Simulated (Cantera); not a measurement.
Input: 1 mol Si(CH₃)₄, 0.96 mol C₂H₄, 84 mol H₂, equilibrated at 702 °C and 16.0 mbar.

Cantera equilibrium calculation (NASA polynomials, part measured and part estimated; ideal gas, pure solids and liquids). Candidate condensed phases: C, C₆H₆, C₇H₈, C₈H₁₈, Si, SiC; 87 gas species. Kinetics and transport are ignored.

Task: What is the equilibrium state?

Result: 
| Quantity | Result |
|---|---|
| x(H₂) | 0.998 |
| x(CH₄) | 0.00200 |
| n(C(graphite)) | 4.74 mol |
| n(SiC(s)) | 1.00 mol |
| gas amount | 91.74 mol |
| log10 activity of Si(s) (absent) | -3.51 |
